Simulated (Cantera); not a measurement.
Transport properties of process gases

Gas mixture: 44.5 % C2H4, 55.5 % CH4, at 18000 Pa, frozen composition.

Cantera's kinetic-theory transport with the Lennard-Jones parameters of GRI-Mech 3.0, ideal gas; thermal conductivity in the multicomponent form. The composition is frozen, though it would react at the higher temperatures.

| T (K) | ρ (kg/m³) | cp (J/kg/K) | μ (µPa s) | λ (mW/m/K) | Pr | D (cm²/s) N2 | D (cm²/s) C2H2 | D (cm²/s) OH |
|---|---|---|---|---|---|---|---|---|
| 400 | 0.116 | 2147 | 13.9 | 42.1 | 0.712 | 1.81 | 1.44 | 2.69 |
| 650 | 0.0712 | 3001 | 20.7 | 85.8 | 0.722 | 4.21 | 3.45 | 6.23 |
| 900 | 0.0515 | 3635 | 26.3 | 132 | 0.723 | 7.32 | 6.08 | 10.8 |
| 1150 | 0.0403 | 4145 | 31.2 | 179 | 0.723 | 11.1 | 9.25 | 16.3 |
| 1400 | 0.0331 | 4515 | 35.7 | 223 | 0.722 | 15.4 | 12.9 | 22.6 |
| 1650 | 0.0281 | 4793 | 39.8 | 265 | 0.721 | 20.2 | 17.0 | 29.8 |
| 1900 | 0.0244 | 5002 | 43.7 | 304 | 0.719 | 25.5 | 21.5 | 37.6 |
| 2150 | 0.0215 | 5163 | 47.4 | 341 | 0.718 | 31.4 | 26.5 | 46.2 |
D: mixture-averaged diffusion coefficient of that species in the mixture.
